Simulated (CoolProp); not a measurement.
Hydrogen chloride along the isotherm 396.85 °C: density (kg/m³) from the reference equation and from simpler models built on Tc = 51.5 °C, pc = 8.314 MPa, ω = 0.130; each cubic takes its own stable root.

The numbers come from the reference Helmholtz-energy equation of state, Thol 2018 in CoolProp.

```tsv
p (MPa)	phase	reference	Soave-Redlich-Kwong	Peng-Robinson
1.89	gas	12.45	12.39	12.43
3.78	gas	25.04	24.81	24.97
5.67	gas	37.75	37.24	37.60
7.56	gas	50.57	49.67	50.30
9.45	supercritical	63.48	…	63.05
11.3	supercritical	…	74.20	75.55
13.2	supercritical	…	86.60	…
15.1	supercritical	102.4	98.94	…
17	supercritical	…	111.2	114.1
18.9	supercritical	128.6	123.4	126.8
20.8	supercritical	141.7	…	139.5
```

**Question.** Some entries are withheld; supply them.

**Answer.** 
- 9.45, Soave-Redlich-Kwong: 62.08
- 11.3, reference: 76.17
- 13.2, reference: 89.26
- 13.2, Peng-Robinson: 88.41
- 15.1, Peng-Robinson: 101.2
- 17, reference: 115.5
- 20.8, Soave-Redlich-Kwong: 135.5
